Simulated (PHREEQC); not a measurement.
## Alkaline etch or developer

Dissolve 0.0023 mol NH3, 0.00011 mol Na2SiO3 and 0.0028 mol K2CO3 per kg of water at 20 °C. Closed to the air; pH follows from the charge balance.

Model: ion-association model, phreeqc.dat, run in PHREEQC.

* **pH**: 10.95
* **ionic strength**: 0.00821 mol/kgw
* **specific conductance**: 743 µS/cm
* **total alkalinity**: 8.12 meq/kg

```tsv
species	molality	activity	log γ
K+	0.00560	0.00509	-0.041
CO3-2	0.00232	0.00161	-0.158
NH3	0.00223	0.00223	0.001
OH-	0.000664	0.000603	-0.042
HCO3-	0.000476	0.000434	-0.039
Na+	0.000215	0.000196	-0.040
H3SiO4-	0.000101	9.19e-5	-0.041
NH4+	7.03e-5	6.37e-5	-0.043
H4SiO4	8.45e-6	8.46e-6	0.001
NaCO3-	5.00e-6	4.55e-6	-0.041
H2SiO4-2	5.67e-7	3.94e-7	-0.158
NaHCO3	4.92e-8	4.93e-8	0.001
CO2	1.19e-8	1.19e-8	0.001
```

No solid was allowed to form.
